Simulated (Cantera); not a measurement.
## Transport properties of process gases

Gas mixture: C2H6 : CO2 : H2O = 0.42 : 0.81 : 0.31 (molar parts), at 0.570 Torr, frozen composition.

Cantera's kinetic-theory transport with the Lennard-Jones parameters of GRI-Mech 3.0, ideal gas; thermal conductivity in the mixture-averaged form. Polar gases are described roughly by these parameters. The composition is frozen, though it would react at the higher temperatures.

| T (K) | ρ (kg/m³) | cp (J/kg/K) | μ (µPa s) | λ (mW/m/K) | Pr | D (cm²/s) NH3 | D (cm²/s) CH3 | D (cm²/s) OH |
|---|---|---|---|---|---|---|---|---|
| 400 | 0.000799 | 1326 | 16.8 | 30.0 | 0.743 | 380 | 407 | 578 |
| 550 | 0.000581 | 1551 | 22.3 | 45.8 | 0.756 | 707 | 724 | 1010 |
| 700 | 0.000457 | 1737 | 27.3 | 61.9 | 0.766 | 1120 | 1110 | 1540 |
| 850 | 0.000376 | 1883 | 31.8 | 77.8 | 0.770 | 1600 | 1550 | 2140 |
| 1000 | 0.000320 | 2011 | 36.0 | 93.4 | 0.776 | 2150 | 2050 | 2820 |
| 1150 | 0.000278 | 2113 | 40.0 | 108 | 0.778 | 2760 | 2600 | 3560 |
| 1300 | 0.000246 | 2197 | 43.7 | 123 | 0.780 | 3430 | 3200 | 4370 |
| 1450 | 0.000220 | 2268 | 47.2 | 137 | 0.781 | 4150 | 3850 | 5250 |
D: mixture-averaged diffusion coefficient of that species in the mixture.
